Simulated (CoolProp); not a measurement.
Vapour-liquid equilibrium of CH2F2 (R32) (1) + R227EA (2) at 0.0248 MPa; x and y are mole fractions of (1).

Values from CoolProp's multi-fluid Helmholtz-energy mixture model, Tillner-Roth 1997 and Lemmon 2016; pair parameters Bell 2016.

| x | bubble temperature, mixture model (°C) | bubble temperature, Raoult's law (°C) | y, mixture model | y, Raoult's law |
|---|---|---|---|---|
| 0.05 | -49.9 | -48.5 | 0.301 | 0.240 |
| 0.2 | -61.0 | -56.9 | 0.708 | 0.622 |
| 0.35 | -67.0 | -62.6 | 0.840 | 0.791 |
| 0.5 | -70.3 | -66.8 | 0.895 | 0.882 |
| 0.65 | -72.4 | -70.2 | 0.927 | 0.935 |
| 0.8 | -73.9 | -72.9 | 0.953 | 0.970 |
| 0.95 | -75.3 | -75.1 | 0.985 | 0.994 |

The largest gap from Raoult's law is -4.4 K in bubble temperature, at x = 0.35. No azeotrope shows between x = 0.05 and 0.95.

Pair parameters are fitted to limited data, so mixtures are less certain than the pure fluids.
